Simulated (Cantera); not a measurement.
A freely propagating, adiabatic, planar premixed flame of 6.79 % CH4, 17.9 % O2, 67.2 % N2, 8.15 % CO2, equivalence ratio 0.76, unburnt at 425 K and 100.0 Torr; mixture-averaged transport, grid criteria slope 0.08 and curve 0.16, no radiation.

Model: GRI-Mech 3.0 (53 species, 325 reactions), integrated in Cantera. Burning velocities carry a grid error of a few per cent, more on coarse grids.

### Question
Predict: laminar burning velocity; thermal thickness; peak x(CH2CO); peak x(CH2); peak x(C2H).

### Answer
```json
{
 "laminar_burning_velocity": "52.5 cm/s",
 "thermal_thickness": "3.25 mm",
 "peak x(CH2CO)": "2.37e-5",
 "peak x(CH2)": "1.24e-5",
 "peak x(C2H)": "<1e-8"
}
```
